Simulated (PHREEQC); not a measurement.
Consider water at 15 °C with 0.0074 mol HF, 0.0012 mol NaF and 0.00051 mol H2SiF6 per kg of water. Closed to the air; pH follows from the charge balance.

The numbers come from PHREEQC with the ion-association model, phreeqc.dat.

Question: The ionic strength comes out as 0.00399 mol/kgw. What activity coefficients do Na+, SiF6-2, HF2-, H+, F- get?

Answer: Na+ 0.94, SiF6-2 0.77, HF2- 0.94, H+ 0.94, F- 0.93.

This is a speciation only: nothing precipitates in the calculation. Complexes and solids missing from the database can't appear. SiF6-2 is the database's only silicon fluoride.
